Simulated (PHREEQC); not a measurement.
Consider water at 5 °C with 0.15 mol H2SO4, 9.1e-05 mol Al2(SO4)3 and 0.0041 mol Na2SO4 per kg of water. Closed to the air; pH follows from the charge balance.

Computed with PHREEQC (ion-association model, phreeqc.dat).

Each row changes one thing in this solution. No solid was allowed to form.

| case | pH | ionic strength (mol/kgw) | HSO4- (mol/kgw) | SO4-2 (mol/kgw) | Na+ (mol/kgw) | NaSO4- (mol/kgw) | SI of Gibbsite (Al(OH)3) |
|---|---|---|---|---|---|---|---|
| as made | 0.84 | 0.221 | 0.121 | 0.0331 | 0.00787 | 0.000334 | -12.22 |
| H2SO4 from 0.15 to 0.03 mol/kgw | ? | 0.0647 | 0.0187 | 0.0152 | 0.00797 | 0.000231 | -10.13 |
| H2SO4 from 0.15 to 0.075 mol/kgw | ? | 0.127 | 0.0552 | 0.0237 | 0.00791 | 0.000290 | -11.32 |
| Na2SO4 from 0.0041 to 0.00369 mol/kgw | 0.84 | 0.220 | 0.120 | ? | 0.00708 | ? | -12.22 |
| Al2(SO4)3 replaced by AlCl3 at the same molality | 0.84 | 0.221 | 0.121 | 0.0331 | 0.00787 | 0.000334 | -12.52 |
| Na2SO4 replaced by NaHCO3 at the same molality | 0.85 | 0.215 | 0.118 | 0.0322 | 0.00394 | 0.000164 | -12.20 |

### Question
What belongs in the gaps?

### Answer

- H2SO4 from 0.15 to 0.03 mol/kgw, pH: 1.46
- H2SO4 from 0.15 to 0.075 mol/kgw, pH: 1.11
- Na2SO4 from 0.0041 to 0.00369 mol/kgw, SO4-2 (mol/kgw): 0.0330
- Na2SO4 from 0.0041 to 0.00369 mol/kgw, NaSO4- (mol/kgw): 0.000300

Complexes and solids missing from the database can't appear. Constants without temperature data keep their 25 °C values here.
